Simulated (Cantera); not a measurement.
A closed system holds: 1 mol PbO, 1100 mol H2, held at 0.133 bar.

These are equilibrium values from Cantera (NASA tables, ideal gas, pure condensed phases), not measurements of a reactor. Candidate condensed phases: H2O, Pb, PbO, PbO2, Pb3O4; 12 gas species. The numbers say what is thermodynamically allowed, not how fast it happens.

x: gas mole fraction; n: condensed amount in mol.

```tsv
T (°C)	x H2	x H2O	x Pb	x H	x OH	x Pb2	x PbO	n Pb(l)
527	0.999	0.000909	4.61e-7	7.93e-12	<1e-12	<1e-12	<1e-12	0.999
627	0.999	0.000909	1.03e-5	3.20e-10	<1e-12	6.09e-12	<1e-12	0.989
727	0.999	0.000909	0.000121	6.21e-9	<1e-12	3.83e-10	<1e-12	0.866
827	0.998	0.000908	0.000908	7.07e-8	<1e-12	1.11e-8	(withheld)	0
927	0.998	0.000908	0.000908	5.40e-7	3.92e-12	6.37e-9	(withheld)	0
1027	0.998	0.000908	0.000908	3.03e-6	3.60e-11	3.99e-9	(withheld)	0
1127	0.998	0.000908	0.000908	1.33e-5	2.41e-10	2.67e-9	(withheld)	0
1227	0.998	0.000908	0.000908	4.82e-5	1.25e-9	1.88e-9	(withheld)	0
1327	0.998	0.000908	0.000908	0.000149	5.30e-9	1.38e-9	(withheld)	0
1427	0.998	0.000908	0.000908	0.000403	1.90e-8	1.05e-9	(withheld)	0
```

Q: Fill in the missing entries.

A: 
- 827, x PbO: 8.72e-12
- 927, x PbO: 2.67e-11
- 1027, x PbO: 6.89e-11
- 1127, x PbO: 1.56e-10
- 1227, x PbO: 3.16e-10
- 1327, x PbO: 5.87e-10
- 1427, x PbO: 1.01e-9
